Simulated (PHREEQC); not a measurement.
Spent oxide etchant: speciation

A solution holds 0.0012 mol/kgw HF, 0.0013 mol/kgw H2SiF6, 0.099 mol/kgw HBF4 and 0.16 mol/kgw HCl, at 25 °C. Closed to the air; pH follows from the charge balance.

Computed with PHREEQC (ion-association model, wateq4f.dat).

This is a speciation only: nothing precipitates in the calculation.

### Question
What pH, ionic strength, activity of water does the model give?

### Answer
pH 0.69; ionic strength 0.259 mol/kgw; activity of water 0.991.

### Question
In which forms is F present?

### Answer
BF4- 92 %, HF 4.0 %, SiF6-2 1.9 %, BF3OH- 1.5 % of the F.

Complexes and solids missing from the database can't appear. SiF6-2 is the database's only silicon fluoride. Real BF4- forms and hydrolyses slowly; the run takes it at equilibrium.
